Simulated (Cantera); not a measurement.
**Reactions in the system C-H-Ni-S**

Standard-state values (1 bar) from the NASA 1993 polynomials, evaluated with Cantera. Values are per mole of reaction as written; species without (g) are pure solids or liquids, kept so even where they would boil at 1 bar.

3 NiS₂ + 3 C₃H₈(g) ⇌ Ni₃S₄ + 4 C₂H₆(g) + CS₂(g)

```json
[
 {"T (K)": "373", "ΔH° (kJ)": "187.8", "ΔS° (J/K)": "312.0", "ΔG° (kJ)": "71.4", "log10 K": "-10.00"},
 {"T (K)": "398", "ΔH° (kJ)": "187.5", "ΔS° (J/K)": "311.4", "ΔG° (kJ)": "63.6", "log10 K": "-8.35"},
 {"T (K)": "423", "ΔH° (kJ)": "187.3", "ΔS° (J/K)": "310.8", "ΔG° (kJ)": "55.8", "log10 K": "-6.89"},
 {"T (K)": "448", "ΔH° (kJ)": "187.1", "ΔS° (J/K)": "310.4", "ΔG° (kJ)": "48.1", "log10 K": "-5.60"},
 {"T (K)": "473", "ΔH° (kJ)": "187.0", "ΔS° (J/K)": "310.1", "ΔG° (kJ)": "40.3", "log10 K": "-4.45"},
 {"T (K)": "498", "ΔH° (kJ)": "186.8", "ΔS° (J/K)": "309.8", "ΔG° (kJ)": "32.6", "log10 K": "-3.41"},
 {"T (K)": "523", "ΔH° (kJ)": "186.8", "ΔS° (J/K)": "309.7", "ΔG° (kJ)": "24.8", "log10 K": "-2.48"},
 {"T (K)": "548", "ΔH° (kJ)": "186.7", "ΔS° (J/K)": "309.6", "ΔG° (kJ)": "17.1", "log10 K": "-1.63"},
 {"T (K)": "573", "ΔH° (kJ)": "186.7", "ΔS° (J/K)": "309.6", "ΔG° (kJ)": "9.3", "log10 K": "-0.85"},
 {"T (K)": "598", "ΔH° (kJ)": "186.7", "ΔS° (J/K)": "309.6", "ΔG° (kJ)": "1.6", "log10 K": "-0.14"}
]
```
